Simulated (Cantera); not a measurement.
Standard-state values (1 bar) from the NASA 1993 polynomials, evaluated with Cantera. Values are per mole of reaction as written; species without (g) are pure solids or liquids, kept so even where they would boil at 1 bar.

Question: Between 300 and 1500 K, where is each reaction favourable under standard conditions?
- TiCl4(g) = 4 Cl(g) + Ti
- 3 TiCl4(g) + Ti = 4 TiCl3(g)

Answer: 
- TiCl4(g) = 4 Cl(g) + Ti: ΔG° is 1147 kJ at 300 K and 724 kJ at 1500 K; it stays positive (K < 1). ΔH° is 1269 kJ and ΔS° 364 J/K at 1500 K.
- 3 TiCl4(g) + Ti = 4 TiCl3(g): ΔG° is 81 kJ at 300 K and -110 kJ at 1500 K; it changes sign between 700 and 800 K. ΔH° is 115 kJ and ΔS° 150 J/K at 1500 K.
